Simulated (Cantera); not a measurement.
Feed: 1 mol H2O, 0.12 mol SO2, 0.039 mol O2, at 700 K and 7.50 Torr.

Equilibrium computed with Cantera from the NASA thermochemical tables; the gas is ideal and each condensed phase is pure. Candidate condensed phases: H2O, H2SO4, S; 19 gas species. The numbers say what is thermodynamically allowed, not how fast it happens.

Base state: H2O 0.890, SO3 0.0638, SO2 0.0428, O2 0.00271, H2SO4 0.000282 (mole fractions); condensed: gas only.

What changes in the equilibrium state with this change: temperature from 700 K to 2175 K?


| species | before | after |
|---|---|---|
| H2O | 0.890 | 0.778 |
| SO2 | 0.0428 | 0.0969 |
| O2 | 0.00271 | 0.0449 |
| SO3 | 0.0638 | 7.36e-6 |
| H2 | <1e-9 | 0.0358 |
| OH | <1e-9 | 0.0270 |
| H | <1e-9 | 0.00923 |
| O | <1e-9 | 0.00488 |
| SO | <1e-9 | 0.00292 |
| H2SO4 | 0.000282 | <1e-9 |
